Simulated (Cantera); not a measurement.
What does this Cantera script print?

```python
import numpy as np
import cantera as ct

gas = ct.Solution("gri30.yaml")
gas.TPX = 675, 120000, {'C3H8': 1, 'O2': 3.85, 'N2': 14.5, 'H2O': 3.2}
flame = ct.FreeFlame(gas, width=0.035)
flame.set_refine_criteria(ratio=3, slope=0.08, curve=0.16)
flame.transport_model = "mixture-averaged"
flame.solve(loglevel=0, auto=True)
flame.transport_model = "multicomponent"
flame.soret_enabled = True
flame.solve(loglevel=0, refine_grid=True)
z, T = flame.grid, flame.T
thick = (T[-1] - T[0]) / np.gradient(T, z).max()
show = ['C3H8', 'O2', 'H2O', 'C2H2', 'HCO', 'CH2CO']
print(f"laminar burning velocity  {flame.velocity[0] * 100:.3f} cm/s")
print(f"burnt temperature         {T[-1]:.1f} K")
print(f"thermal thickness         {thick * 1e3:.4f} mm")
print(f"grid points               {len(z)}")
z0 = z[flame.heat_release_rate.argmax()]
print(f"{'z/mm':>9s}{'T/K':>9s}{'u/(m/s)':>9s}" + "".join(f"{s:>11s}" for s in show))
rows = []
for k in (-3, -2, -1.5, -1, -0.5, -0.25, 0, 0.25, 0.5, 1, 2, 4, 8):
    zz = z0 + k * thick
    rows.append([k * thick, np.interp(zz, z, T), np.interp(zz, z, flame.velocity),
                 *(np.interp(zz, z, flame.X[gas.species_index(s)]) for s in show)])
    print(f"{rows[-1][0] * 1e3:9.3f}{rows[-1][1]:9.1f}{rows[-1][2]:9.3f}" + "".join(f"{x:11.3e}" for x in rows[-1][3:]))
```

Output:

```
laminar burning velocity  116.094 cm/s
burnt temperature         2155.4 K
thermal thickness         0.3009 mm
grid points               140
     z/mm      T/K  u/(m/s)       C3H8         O2        H2O       C2H2        HCO      CH2CO
   -0.903    675.3    1.164  4.427e-02  1.704e-01  1.416e-01  1.775e-07  1.544e-16  3.513e-08
   -0.602    677.8    1.171  4.418e-02  1.697e-01  1.413e-01  2.081e-06  1.370e-14  5.240e-07
   -0.451    688.3    1.194  4.411e-02  1.683e-01  1.414e-01  1.311e-05  2.227e-12  4.215e-06
   -0.301    749.1    1.310  4.364e-02  1.620e-01  1.443e-01  1.047e-04  7.575e-10  4.528e-05
   -0.150   1071.1    1.933  3.167e-02  1.278e-01  1.660e-01  9.215e-04  5.679e-07  5.544e-04
   -0.075   1409.6    2.637  1.042e-02  8.773e-02  1.930e-01  2.327e-03  1.969e-05  1.398e-03
    0.000   1738.5    3.337  2.754e-04  4.462e-02  2.220e-01  3.784e-03  4.972e-05  1.100e-03
    0.075   1910.9    3.683  2.709e-07  1.903e-02  2.373e-01  1.652e-03  2.176e-05  1.938e-04
    0.150   1971.5    3.790  4.485e-11  8.505e-03  2.416e-01  2.952e-04  4.855e-06  1.897e-05
    0.301   2010.4    3.843 -1.886e-15  3.237e-03  2.412e-01  6.630e-06  2.838e-07  2.729e-07
    0.602   2046.3    3.896 -1.124e-15  1.808e-03  2.411e-01  1.319e-08  1.406e-07  4.914e-10
    1.203   2083.5    3.958 -3.772e-16  1.057e-03  2.438e-01  4.827e-12  1.004e-07  1.710e-13
    2.407   2116.1    4.012 -7.733e-17  5.039e-04  2.468e-01 -2.171e-14  6.523e-08 -1.807e-15
```

Detailed kinetics in Cantera: GRI-Mech 3.0 (53 species, 325 reactions). GRI-Mech 3.0 was tuned for natural gas; its chemistry of propane as a main component is partial and can be far from experiment. Burning velocities carry a grid error of a few per cent, more on coarse grids.
